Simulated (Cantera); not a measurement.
Equilibrium for carbon deposition, reforming and gasification: C6H6 + H2O + N2

Charge: 1 mol C6H6, 0.59 mol H2O, 3 mol N2, at 577 °C.

Method: chemical equilibrium by Gibbs-energy minimisation in Cantera with the NASA 1993 tables (ideal gas, pure condensed phases). Candidate condensed phases: C, C6H6, C7H8, C8H18, H2O; 136 gas species. The ideal-gas law is rough above about 30 bar. Kinetics and transport are ignored.

From 0.000100 bar to 100 bar the condensed part is C(graphite). The main C-bearing gas is CO at 0.000100 bar and CH4 at 100 bar. The share of C in condensed phases is highest at 0.100 bar (91.4 %) and lowest at 100 bar (76.2 %).

```tsv
P (Pa)	x N2	x H2	x CH4	x H2O	x CO	n C(graphite)
10	0.418	0.500	1.56e-5	2.90e-5	0.0821	5.41
100	0.418	0.500	0.000155	0.000288	0.0816	5.41
1000	0.420	0.497	0.00154	0.00271	0.0773	5.43
10000	0.434	0.473	0.0139	0.0182	0.0544	5.48
100000	0.478	0.358	0.0798	0.0535	0.0212	5.31
1000000	0.535	0.176	0.192	0.0806	0.00651	4.84
10000000	0.569	0.0647	0.261	0.0924	0.00202	4.57
```
x: gas mole fraction; n: condensed amount in mol.
